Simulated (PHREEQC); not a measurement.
## Buffer: an equilibrium model

Consider water at 20 °C with 11 mmol/kgw H3BO3, 19 mmol/kgw K2HPO4 and 1.2 mmol/kgw NaCl. Closed to the air; pH follows from the charge balance.

The numbers come from PHREEQC with the ion-association model, phreeqc.dat.

No solid was allowed to form.

Q: Predict the pH, ionic strength.

A: pH 8.19; ionic strength 0.0560 mol/kgw.

Q: In which forms is Na present?

A: Na+ 98 %, NaHPO4- 1.5 % of the Na.
